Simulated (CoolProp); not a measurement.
A closed Brayton cycle with nitrogen: compressor inlet 309.15 K and 3.8 MPa, high pressure 12.7 MPa, turbine inlet 760 K, compressor efficiency 0.8, turbine efficiency 0.9, recuperator effectiveness 0.9 (on enthalpy, no pinch check). Each further row changes one setting.

Values from CoolProp's reference Helmholtz-energy equation of state, Span 2000.

| case | thermal efficiency (%) | net work (kJ/kg) | compressor to turbine work | compressor exit (K) | turbine exit (K) |
|---|---|---|---|---|---|
| as stated | 20.0 | 45.8 | 0.79 | 469.4 | 567.5 |
| turbine inlet 710 K | 14.9 | 31.4 | 0.84 | 469.4 | 528.6 |
| compressor inlet 319.15 K | [?] | [?] | [?] | [?] | 567.5 |
| high pressure 10.8 MPa | 22.6 | [?] | [?] | 444.6 | 590.3 |
| recuperator effectiveness 0.5 | 16.9 | 45.8 | 0.79 | 469.4 | 567.5 |

**Question.** Fill in the missing entries.

**Answer.** 
- compressor inlet 319.15 K, thermal efficiency (%): 17.7
- compressor inlet 319.15 K, net work (kJ/kg): 40.1
- compressor inlet 319.15 K, compressor to turbine work: 0.81
- compressor inlet 319.15 K, compressor exit (K): 484.4
- high pressure 10.8 MPa, net work (kJ/kg): 47.3
- high pressure 10.8 MPa, compressor to turbine work: 0.75
